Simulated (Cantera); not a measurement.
## Equilibrium for silicon nitride deposition: SiH2Cl2 + N2

Input: 1 mol SiH2Cl2, 32 mol N2, held at 0.100 bar.

Cantera equilibrium calculation (NASA polynomials, part measured and part estimated; ideal gas, pure solids and liquids). Candidate condensed phases: NH4Cl, Si, Si3N4; 28 gas species. N2 is the only nitrogen source here; it is nearly inert below about 1500 K, so the nitride shown seldom forms there in practice. The tables' values for SiCl3, SiCl are old estimates; treat these amounts as uncertain. The numbers say what is thermodynamically allowed, not how fast it happens.

From 500 °C to 1475 °C the condensed part is Si3N4(s). The main Si-bearing gas is SiCl4 at 500 °C and SiCl2 at 1475 °C.

```csv
T (°C),x N2,x HCl,x H2,x SiCl2,x SiCl4,x SiCl3,x Cl,x H,n Si3N4(s)
500,0.946,0.0362,0.0119,4.83e-12,0.00597,1.41e-8,1.01e-12,<1e-12,0.267
575,0.945,0.0383,0.0109,2.30e-10,0.00545,1.32e-7,2.22e-11,6.29e-12,0.273
650,0.945,0.0399,0.0101,5.79e-9,0.00505,8.52e-7,2.96e-10,7.77e-11,0.277
725,0.945,0.0412,0.00945,8.89e-8,0.00472,4.14e-6,2.69e-9,6.61e-10,0.281
800,0.944,0.0422,0.00891,9.25e-7,0.00444,1.60e-5,1.79e-8,4.18e-9,0.284
875,0.944,0.0431,0.00848,7.02e-6,0.00419,5.16e-5,9.35e-8,2.09e-8,0.286
950,0.944,0.0438,0.00814,4.11e-5,0.00393,0.000142,3.97e-7,8.58e-8,0.287
1025,0.944,0.0442,0.00793,0.000192,0.00360,0.000340,1.42e-6,3.02e-7,0.287
1100,0.943,0.0442,0.00792,0.000722,0.00306,0.000691,4.33e-6,9.37e-7,0.283
1175,0.943,0.0433,0.00833,0.00216,0.00221,0.00114,1.13e-5,2.66e-6,0.272
1250,0.942,0.0409,0.00946,0.00491,0.00120,0.00140,2.46e-5,7.11e-6,0.249
1325,0.941,0.0367,0.0115,0.00855,0.000474,0.00128,4.57e-5,1.80e-5,0.218
1400,0.941,0.0314,0.0140,0.0122,0.000153,0.000949,7.47e-5,4.26e-5,0.184
1475,0.941,0.0260,0.0166,0.0156,4.61e-5,0.000634,0.000112,9.32e-5,0.151
```
x: gas mole fraction; n: condensed amount in mol.
